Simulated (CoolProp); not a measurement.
Properties of R113 along the isotherm 500 K.

Values from CoolProp's reference Helmholtz-energy equation of state, Marx 1992.

```
p (MPa)          phase  density (kg/m³)  cp (kJ/(kg K))  isothermal compressibility (1/MPa)  expansivity (1/kK)
-------  -------------  ---------------  --------------  ----------------------------------  ------------------
1.3                gas            67.30          0.8575                              0.8956               3.158
2.61               gas            167.5           1.008                              0.6035               6.477
3.91     supercritical            460.9           3.482                               1.472               59.38
5.22     supercritical            866.7           1.520                              0.1019               10.97
6.52     supercritical            945.9           1.289                             0.04669               6.410
7.83     supercritical            993.3           1.203                             0.03033               4.833
9.13     supercritical             1028           1.157                             0.02260               4.007
10.4     supercritical             1054           1.127                             0.01816               3.495
11.7     supercritical             1077           1.105                             0.01515               3.125
13       supercritical             1097           1.088                             0.01302               2.850
14.4     supercritical             1116           1.074                             0.01132               2.620
15.7     supercritical             1131           1.064                             0.01011               2.448
17       supercritical             1146           1.055                            0.009137               2.306
```

The peak of cp marks the crossing from liquid-like to gas-like fluid above the critical point.
